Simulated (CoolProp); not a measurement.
Vapour-liquid equilibrium of propane (1) + n-butane (2) at -65.55 °C; x and y are mole fractions of (1).

Computed with CoolProp (multi-fluid Helmholtz-energy mixture model, Lemmon 2009 and Bücker 2006; pair parameters Kunz 2012).

| x | bubble pressure, mixture model (kPa) | bubble pressure, Raoult's law (kPa) | y, mixture model | y, Raoult's law |
|---|---|---|---|---|
| 0.05 | 4.782 | 4.821 | 0.321 | 0.327 |
| 0.125 | 6.856 | 6.930 | 0.563 | 0.569 |
| 0.2 | 8.953 | 9.039 | 0.694 | 0.698 |
| 0.275 | 11.06 | 11.15 | 0.775 | 0.778 |
| 0.35 | 13.18 | 13.26 | 0.831 | 0.833 |
| 0.425 | 15.30 | 15.37 | 0.871 | 0.872 |
| 0.5 | 17.42 | 17.48 | 0.901 | 0.902 |
| 0.575 | 19.54 | 19.59 | 0.925 | 0.926 |
| 0.65 | 21.66 | 21.70 | 0.944 | 0.945 |
| 0.725 | 23.77 | 23.81 | 0.960 | 0.961 |
| 0.8 | 25.88 | 25.91 | 0.973 | 0.974 |
| 0.875 | 28.00 | 28.02 | 0.984 | 0.985 |
| 0.95 | 30.12 | 30.13 | 0.994 | 0.994 |

The largest gap from Raoult's law is -1.1 % in bubble pressure, at x = 0.125. No azeotrope shows between x = 0.05 and 0.95.

Pair parameters are fitted to limited data, so mixtures are less certain than the pure fluids.
